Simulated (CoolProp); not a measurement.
Saturation properties of R134a.

Model: reference Helmholtz-energy equation of state, Tillner-Roth 1994, in CoolProp.

| T (°C) | p (bar) | liquid density (kg/m³) | vapour density (kg/m³) | surface tension (mN/m) | liquid conductivity (mW/(m K)) |
|---|---|---|---|---|---|
| -9.75 | 2.026 | 1326 | 10.14 | 12.8 | … |
| -6.85 | 2.268 | … | 11.29 | 12.4 | 95.1 |
| -3.95 | 2.531 | 1308 | 12.54 | 12.0 | 93.8 |
| -1.15 | 2.808 | 1299 | 13.86 | 11.6 | 92.5 |
| 1.75 | 3.118 | 1289 | 15.33 | 11.2 | 91.2 |
| 4.65 | 3.454 | 1279 | 16.93 | 10.8 | … |
| 7.45 | 3.804 | 1270 | 18.60 | 10.4 | 88.7 |
| 10.35 | 4.195 | 1260 | 20.46 | 9.99 | 87.5 |
| 13.25 | 4.615 | 1250 | 22.47 | 9.60 | 86.2 |
| 16.05 | … | 1240 | 24.56 | 9.22 | … |

What belongs in the gaps?


- -9.75, liquid conductivity (mW/(m K)): 96.4
- -6.85, liquid density (kg/m³): 1317
- 4.65, liquid conductivity (mW/(m K)): 90.0
- 16.05, p (bar): 5.051
- 16.05, liquid conductivity (mW/(m K)): 85.0

It boils at -26.1 °C under 1 atm.

Thermal conductivity comes from a separate model (McLinden 2000), an estimate that may be off by 10 % or more. Surface tension comes from a separate correlation (Mulero 2012).
